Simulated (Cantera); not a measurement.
Input (Python, Cantera):

```python
import numpy as np
import cantera as ct

gas = ct.Solution("gri30.yaml")
gas.TPX = 1275, 140000, {'CH2O': 0.0026, 'O2': 0.0082, 'N2': 1, 'CH4': 0.0029}
reactor = ct.IdealGasConstPressureReactor(gas, energy="off", clone=False)
net = ct.ReactorNet([reactor])
net.rtol, net.atol = 1e-08, 1e-18
show = ['CH2O', 'O2', 'CH4', 'HO2', 'C2H6', 'O']
times = np.geomspace(0.0002, 2, 12)

steps = ct.SolutionArray(gas, extra=["t"])
rows = []
print(f"{'t/s':>10s}{'T/K':>9s}{'P/Pa':>11s}" + "".join(f"{s:>11s}" for s in show))
for t in times:
    while net.time < t:
        t_next = net.step()
        steps.append(gas.state, t=t_next)
    rows.append([np.interp(t, steps.t, y) for y in (steps.T, steps.P, *steps(*show).X.T)])
    print(f"{t:10.3e}{rows[-1][0]:9.1f}{rows[-1][1]:11.4g}" + "".join(f"{x:11.3e}" for x in rows[-1][2:]))
rate = np.gradient(steps.T, steps.t)
print("integrator steps:", len(steps.t))
if steps.T.max() > steps.T[0] + 200:
    print(f"time of steepest temperature rise: {steps.t[rate.argmax()]:.4e} s")
gas.TPX = 1275, 140000, {'CH2O': 0.0026, 'O2': 0.0082, 'N2': 1, 'CH4': 0.0029}
gas.equilibrate("TP")
print(f"equilibrium (TP): T = {gas.T:.1f} K  " + "  ".join(f"{s} {gas[s].X[0]:.3e}" for s in show))
```

Result:

```
       t/s      T/K       P/Pa       CH2O         O2        CH4        HO2       C2H6          O
 2.000e-04   1275.0    1.4e+05  2.559e-03  8.086e-03  2.861e-03  2.054e-06  1.846e-10  4.300e-09
 4.620e-04   1275.0    1.4e+05  2.525e-03  8.073e-03  2.859e-03  9.475e-06  1.115e-08  2.225e-08
 1.067e-03   1275.0    1.4e+05  1.686e-03  7.791e-03  2.769e-03  5.055e-05  1.580e-06  4.955e-07
 2.466e-03   1275.0    1.4e+05  1.744e-04  7.034e-03  2.237e-03  4.668e-06  4.376e-05  8.113e-07
 5.696e-03   1275.0    1.4e+05  4.220e-05  6.560e-03  1.761e-03  2.094e-06  7.669e-05  9.509e-07
 1.316e-02   1275.0    1.4e+05  7.329e-11  1.338e-03  1.522e-10  6.652e-07  7.843e-20  1.397e-04
 3.040e-02   1275.0    1.4e+05  1.804e-12  1.347e-04  2.255e-15  6.791e-08  4.631e-27  7.350e-06
 7.022e-02   1275.0    1.4e+05  3.683e-13  2.874e-05  2.411e-16  1.430e-08  1.537e-28  1.131e-06
 1.622e-01   1275.0    1.4e+05  1.333e-13  5.380e-06  5.788e-17  2.617e-09  2.018e-29  1.657e-07
 3.748e-01   1275.0    1.4e+05  6.110e-14  8.384e-07  1.834e-17  3.825e-10  4.566e-30  1.884e-08
 8.658e-01   1275.0    1.4e+05  3.732e-14  1.345e-07  8.361e-18  5.146e-11  1.407e-30  1.968e-09
 2.000e+00   1275.0    1.4e+05  2.979e-14  2.570e-08  5.775e-18  6.752e-12  5.856e-31  2.267e-10
integrator steps: 2719
equilibrium (TP): T = 1275.0 K  CH2O 2.576e-14  O2 3.989e-12  CH4 3.592e-17  HO2 8.281e-17  C2H6 8.079e-33  O 1.897e-13
```

Detailed kinetics in Cantera: GRI-Mech 3.0 (53 species, 325 reactions).
